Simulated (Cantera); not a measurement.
A perfectly stirred reactor is fed with 4.21 % H₂, 95.8 % O₂, equivalence ratio 0.022, at 1330 Pa; it is held at 1450 K, and followed from long to short residence time.

Computed with Cantera and the H2/O2 subset of GRI-Mech 3.0, which has no nitrogen chemistry. Radical loss at walls, strong at low pressure, is not modelled. The temperature is held fixed by assumption; the heat of reaction is taken as removed at once.

One state of this run: x H₂ = 0.000152; x O₂ = 0.949; x OH = 0.00267; x H₂O = 0.0412; x HO₂ = 6.75e-7; x H = 0.000354; x O = 0.00637. x: mole fraction; the columns are a selection and need not sum to one.

### Question
Which value of τ (s) does it belong to?
A. 3.0
B. 0.95
C. 9.7
D. 0.0029

### Answer
B, 0.95
